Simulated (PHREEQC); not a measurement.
A made-up water analysis in mmol/kgw, 25 °C, pH 5.84, pe 9.9:

```csv
constituent,mmol/kgw
Na,0.0929
K,0.00124
Ca,0.234
Mg,0.0196
Cl,0.323
S(6),0.0196
Alkalinity (meq/kgw),0.24
Li,0.000406
```

Valence states are taken as typed.

All values are PHREEQC results (ion-association model, phreeqc.dat), not measurements.

This is a speciation only: nothing precipitates in the calculation.

Question: What charge-balance error does the model give?

Answer: charge-balance error 0.0 %.

Question: In which forms is C present?

Answer: CO2 76 %, HCO3- 24 % of the C.

Species that the database lacks are ignored.
